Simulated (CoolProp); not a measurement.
Vapour-liquid equilibrium of CH2F2 (R32) (1) + R123 (2) at 1.55 °C; x and y are mole fractions of (1).

Computed with CoolProp (multi-fluid Helmholtz-energy mixture model, Tillner-Roth 1997 and Younglove 1994; pair parameters Bell 2016).

```tsv
x	bubble pressure, mixture model (MPa)	bubble pressure, Raoult's law (MPa)	y, mixture model	y, Raoult's law
0.05	0.09019	0.07598	[?]	0.562
0.15	0.1970	0.1579	0.836	0.811
0.25	[?]	0.2398	0.897	0.890
0.35	0.3820	0.3217	0.926	0.929
0.45	[?]	0.4037	[?]	0.952
0.55	[?]	0.4856	0.956	0.968
0.65	0.5940	0.5675	[?]	0.978
0.75	0.6600	0.6494	0.975	0.987
0.85	0.7306	0.7314	0.984	0.993
0.95	[?]	0.8133	[?]	0.998
```

Question: Complete the blanks.

Answer: 
- 0.05, y, mixture model: 0.620
- 0.25, bubble pressure, mixture model (MPa): 0.2949
- 0.45, bubble pressure, mixture model (MPa): 0.4589
- 0.45, y, mixture model: 0.944
- 0.55, bubble pressure, mixture model (MPa): 0.5284
- 0.65, y, mixture model: 0.966
- 0.95, bubble pressure, mixture model (MPa): 0.8100
- 0.95, y, mixture model: 0.994

The largest gap from Raoult's law is +24.8 % in bubble pressure, at x = 0.15. No azeotrope shows between x = 0.05 and 0.95.

The pair parameters rest on a limited set of measurements; away from them the model extrapolates. The gap from Raoult's law changes sign with composition, which may be real or a fault of the pair parameters; it wasn't checked against measurements.
